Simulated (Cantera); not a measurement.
Mixture: 16.3 % CH4, 16.3 % O2, 61.1 % N2, 6.34 % CO2, equivalence ratio 2.0, at 33.0 bar, adiabatic and at constant volume. Ignition delay is the time to a rise of 400 K.

Model: GRI-Mech 3.0 (53 species, 325 reactions), integrated in Cantera. The pressure lies above the range GRI-Mech 3.0 was tuned for (to about 10 atm).

### Question
Predict: delay at 1125 K; delay at 1200 K; delay at 1275 K; delay at 1350 K; delay at 1425 K; delay at 1500 K; delay at 1575 K; apparent activation energy between 1425 and 1575 K.

### Answer
- delay at 1125 K = 4.43 ms
- delay at 1200 K = 1.72 ms
- delay at 1275 K = 0.743 ms
- delay at 1350 K = 0.344 ms
- delay at 1425 K = 0.168 ms
- delay at 1500 K = 84.8 µs
- delay at 1575 K = 44.1 µs
- apparent activation energy between 1425 and 1575 K = 170 kJ/mol
